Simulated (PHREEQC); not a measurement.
**Metal-bearing waste water**

Make-up at 25 °C: 1.2 mmol/kgw Al2(SO4)3 and 16 mmol/kgw H2SO4. Closed to the air; pH follows from the charge balance.

Equilibrium calculation in PHREEQC: ion-association model, phreeqc.dat.

Precipitation was switched off in this run.

Question: Estimate the pH, ionic strength.

Answer: pH 1.71; ionic strength 0.0350 mol/kgw.

Question: In which forms is Al present?

Answer: AlSO4+ 73 %, Al+3 17 %, Al(SO4)2- 9.5 % of the Al.

Complexes and solids missing from the database can't appear.
